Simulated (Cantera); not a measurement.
Feed: 1 mol Si, 0.0028 mol O₂, 0.52 mol CO, a varied amount of NH₃, at 1075 °C and 1330 Pa.

These are equilibrium values from Cantera (NASA tables, ideal gas, pure condensed phases), not measurements of a reactor. Candidate condensed phases: C, C₆H₆, C₇H₈, C₈H₁₈, H₂O, Si, SiC, SiO₂, Si₂N₂O, Si₃N₄; 151 gas species. Mutual solubility and eutectic melting of coexisting phases are not modelled. The tables hold silica as quartz up to 1696 K and as liquid above; real silica turns to tridymite and cristobalite and melts near 1996 K. Rates play no part.

Which condensed phases are stable at each of these points (n(NH₃) (mol)): 0.58, 0.71, 0.87, 1.1, 1.3, 1.6, 2, 2.4, 2.9, 3.6?


```tsv
n(NH₃) (mol)	condensed phases	Si condensed (%)
0.58	C(graphite) + SiC(s) + SiO₂(β-quartz) + Si₂N₂O(s)	100.0
0.71	C(graphite) + SiC(s) + SiO₂(β-quartz) + Si₂N₂O(s)	100.0
0.87	C(graphite) + SiC(s) + Si₂N₂O(s)	100.0
1.1	C(graphite) + Si₂N₂O(s)	100.0
1.3	C(graphite) + Si₂N₂O(s)	100.0
1.6	C(graphite) + Si₂N₂O(s)	100.0
2	C(graphite) + Si₂N₂O(s)	100.0
2.4	C(graphite) + Si₂N₂O(s)	100.0
2.9	C(graphite) + Si₂N₂O(s)	100.0
3.6	C(graphite) + Si₂N₂O(s)	100.0
```

From 0.58 mol NH₃ to 0.71 mol NH₃ the condensed part is C(graphite) + SiC(s) + SiO₂(β-quartz) + Si₂N₂O(s). At 0.87 mol NH₃ the condensed part is C(graphite) + SiC(s) + Si₂N₂O(s). From 1.1 mol NH₃ to 3.6 mol NH₃ the condensed part is C(graphite) + Si₂N₂O(s).
